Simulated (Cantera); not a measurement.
Feed: 1 mol CaO, 0.86 mol Cl2, 0.23 mol O2, held at 1.60 Pa.

These are equilibrium values from Cantera (NASA tables, ideal gas, pure condensed phases), not measurements of a reactor. Candidate condensed phases: Ca, CaCl2, CaO; 11 gas species. Condensed phases not in the tables: oxide chlorides. Kinetics and transport are ignored.

At 600 °C, list the 3 most abundant gas species with their mole fractions, and the condensed phases.

O2 1.000, Cl 5.67e-5, Cl2 2.62e-5. Condensed: CaCl2(s) + CaO(s).
